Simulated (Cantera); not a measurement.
**Diamond growth**

A diamond (100) surface in a fixed gas of H2 with x(CH4) = 0.011, x(H) = 0.0061, x(CH3) = 2.8e-05, at 1200 K; coverages are run to steady state.

Model: the Harris–Goodwin 1993 mechanism for the reconstructed diamond (100) surface, integrated in Cantera.

| P (Pa) | growth (µm/h) | θ c6HH | θ c6H* | θ c6*H | θ c6** | θ c6HM |
|---|---|---|---|---|---|---|
| 1300 | 0.0657 | 0.441 | 0.0383 | 0.490 | 0.0296 | 0.000125 |
| 1900 | 0.118 | 0.441 | 0.0383 | 0.490 | 0.0296 | 0.000175 |
| 2700 | 0.206 | 0.441 | 0.0383 | 0.490 | 0.0296 | 0.000234 |
| 3800 | 0.354 | 0.441 | 0.0383 | 0.490 | 0.0296 | 0.000304 |
| 5400 | 0.613 | 0.441 | 0.0384 | 0.490 | 0.0296 | 0.000390 |
| 7800 | 1.07 | 0.441 | 0.0384 | 0.490 | 0.0296 | 0.000490 |
| 11000 | 1.77 | 0.441 | 0.0384 | 0.490 | 0.0296 | 0.000590 |
| 16000 | 2.99 | 0.441 | 0.0385 | 0.490 | 0.0296 | 0.000698 |
θ: site fractions in the mechanism's names (c6HH fully hydrogenated, c6H* and c6*H radical sites, c6** diradical, c6HM methylated).
